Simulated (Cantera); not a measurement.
A perfectly stirred reactor is fed with C3H8 : O2 : N2 = 1 : 3.12 : 11.8 (molar parts), at 5.20 bar; it is adiabatic with a 775 K inlet, and is followed from long to short residence time, starting on the burning branch (τ in s: 0.05, 0.028, 0.016, 0.009, 0.0051, 0.0029, 0.0016, 0.00092, 0.00052, 0.00029, 0.00017, 9.4e-05, 5.3e-05).

Computed with Cantera and GRI-Mech 3.0 (53 species, 325 reactions). GRI-Mech 3.0 was tuned for natural gas; its chemistry of propane as a main component is partial and can be far from experiment.

x: mole fraction; the columns are a selection and need not sum to one.

```tsv
τ (s)	T (K)	x C3H8	x O2	x C2H	x CH3	x OH	x H	x CH2
0.050	2250	1.73e-7	3.18e-5	5.65e-8	2.18e-5	0.000298	0.00116	4.43e-7
0.028	2249	3.02e-7	5.25e-5	9.73e-8	3.54e-5	0.000316	0.00122	7.60e-7
0.016	2248	5.14e-7	8.55e-5	1.64e-7	5.61e-5	0.000337	0.00129	1.27e-6
0.0090	2248	8.86e-7	0.000142	2.79e-7	8.86e-5	0.000360	0.00137	2.13e-6
0.0051	2247	1.51e-6	0.000232	4.65e-7	0.000136	0.000389	0.00146	3.50e-6
0.0029	2245	2.57e-6	0.000378	7.58e-7	0.000203	0.000425	0.00156	5.63e-6
0.0016	2243	4.45e-6	0.000623	1.23e-6	0.000300	0.000473	[?]	9.08e-6
0.00092	2239	7.40e-6	0.000981	1.87e-6	0.000419	0.000530	[?]	1.38e-5
0.00052	2232	1.25e-5	0.00155	2.76e-6	0.000577	0.000601	[?]	2.08e-5
0.00029	2221	2.14e-5	0.00248	3.95e-6	0.000785	0.000684	0.00222	3.08e-5
0.00017	2205	3.56e-5	0.00382	5.27e-6	0.00103	0.000762	0.00240	4.29e-5
9.4e-5	2177	6.53e-5	0.00632	6.81e-6	0.00140	0.000832	0.00253	5.93e-5
5.3e-5	2126	0.000130	0.0110	7.80e-6	0.00189	0.000837	0.00246	7.53e-5
```

Question: Some entries are withheld; supply them.

Answer: 
- 0.0016, x H: 0.00169
- 0.00092, x H: 0.00184
- 0.00052, x H: 0.00202
